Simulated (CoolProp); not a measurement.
The numbers come from the reference Helmholtz-energy equation of state, Platzer 1990 in CoolProp. This equation is an older, rougher fit.

Q: For c-C4F8 (RC318), give the phase and the cv (kJ/(kg K)), conductivity (mW/(m K)), Prandtl number at 436.3 K and 1.01 bar; 458.7 K and 1.01 bar; 466.2 K and 1.01 bar.

A: 
- 436.3 K and 1.01 bar: gas; cv 0.929, conductivity 21.7, Prandtl number 0.754
- 458.7 K and 1.01 bar: gas; cv 0.953, conductivity 23.2, Prandtl number 0.755
- 466.2 K and 1.01 bar: gas; cv 0.961, conductivity 23.7, Prandtl number 0.755

Viscosity comes from a separate model (Huber 2003), an estimate that may be off by 10 % or more. Thermal conductivity comes from a separate model (Huber 2003), an estimate that may be off by 10 % or more.
